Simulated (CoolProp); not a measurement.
Vapour pressure (MPa) of R141b: the reference equation beside estimates from Tc = 477.5 K, pc = 4.212 MPa, ω = 0.220.

Computed with CoolProp (reference Helmholtz-energy equation of state, Lemmon 2006). It is a short technical equation, of lower accuracy than the large ones.

```tsv
T (K)	reference	Lee-Kesler	Redlich-Kwong
287.7	0.05244	0.05198	0.09010
305.3	0.1017	0.1012	0.1631
322.9	0.1815	0.1812	0.2732
340.5	0.3025	0.3027	0.4298
358.1	0.4766	0.4775	0.6420
375.7	0.7167	0.7181	0.9192
393.3	1.036	1.038	1.270
410.9	…	1.451	1.702
428.5	1.973	…	…
446.1	2.625	2.628	2.844
463.7	3.433	3.441	3.567
```

**Question.** Some entries are withheld; supply them.

**Answer.** 
- 410.9, reference: 1.450
- 428.5, Lee-Kesler: 1.974
- 428.5, Redlich-Kwong: 2.225

Absolute difference from the reference over all 11 rows, mean and median: Lee-Kesler 0.2 and 0.2 %, Redlich-Kwong 32.1 and 28.3 %.
